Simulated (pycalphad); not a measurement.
## Effect of Si content in Fe-Si

All values are pycalphad results on the COST 507 light-alloy database (1999) (1 atm), not direct measurements. These are 1990s assessments: newer ones move some temperatures and phases. Phase fractions are per mole of atoms. Kinetics are ignored, which matters at the lower temperatures.

| alloy | liquidus (K) | first solid | solidus (K) | phases at 975 K |
|---|---|---|---|---|
| Fe-0.25Si (at.%) | 1809 | BCC_A2 | 1808 | BCC_A2 1.00 |
| Fe-0.5Si (at.%) | 1807 | BCC_A2 | 1805 | BCC_A2 1.00 |
| Fe-1Si (at.%) | 1803 | BCC_A2 | 1798 | BCC_A2 1.00 |
| Fe-1.5Si (at.%) | 1799 | BCC_A2 | 1792 | BCC_A2 1.00 |

BCC_A2 is bcc.
